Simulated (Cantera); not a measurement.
# Thermodynamics of boron, boron nitride and boron oxide, feed B2O3 + H2O + N2

Feed: 1 mol B2O3, 0.19 mol H2O, 17 mol N2, held at 360 Pa.

Equilibrium computed with Cantera from the NASA thermochemical tables; the gas is ideal and each condensed phase is pure. Candidate condensed phases: B, BN, B2O3, B3O3H3, H2O; 39 gas species. Rates play no part.

```json
[
 {"T (K)": "1048", "log p N2": "-2.45", "log p B2O3": "-10.52", "log p HBO2": "-6.37", "log p H2O": "-4.40", "n B2O3(l)": "0.999"},
 {"T (K)": "1148", "log p N2": "-2.45", "log p B2O3": "-8.81", "log p HBO2": "-5.62", "log p H2O": "-4.41", "n B2O3(l)": "0.994"},
 {"T (K)": "1248", "log p N2": "-2.45", "log p B2O3": "-7.38", "log p HBO2": "-5.02", "log p H2O": "-4.46", "n B2O3(l)": "0.977"},
 {"T (K)": "1348", "log p N2": "-2.45", "log p B2O3": "-6.18", "log p HBO2": "-4.56", "log p H2O": "-4.59", "n B2O3(l)": "0.931"},
 {"T (K)": "1448", "log p N2": "-2.45", "log p B2O3": "-5.14", "log p HBO2": "-4.27", "log p H2O": "-4.90", "n B2O3(l)": "0.836"},
 {"T (K)": "1548", "log p N2": "-2.46", "log p B2O3": "-4.25", "log p HBO2": "-4.16", "log p H2O": "-5.44", "n B2O3(l)": "0.553"},
 {"T (K)": "1648", "log p N2": "-2.47", "log p B2O3": "-3.79", "log p HBO2": "-4.15", "log p H2O": "-5.78", "n B2O3(l)": "0"},
 {"T (K)": "1748", "log p N2": "-2.47", "log p B2O3": "-3.79", "log p HBO2": "-4.16", "log p H2O": "-5.70", "n B2O3(l)": "0"},
 {"T (K)": "1848", "log p N2": "-2.47", "log p B2O3": "-3.79", "log p HBO2": "-4.17", "log p H2O": "-5.64", "n B2O3(l)": "0"},
 {"T (K)": "1948", "log p N2": "-2.47", "log p B2O3": "-3.79", "log p HBO2": "-4.19", "log p H2O": "-5.60", "n B2O3(l)": "0"}
]
```
log p: log10 of the partial pressure in bar; n: condensed amount in mol.

From 1048 K to 1548 K the condensed part is B2O3(l). From 1648 K to 1948 K nothing is condensed. The main B-bearing gas is HBO2 at 1048 K and B2O3 at 1948 K.
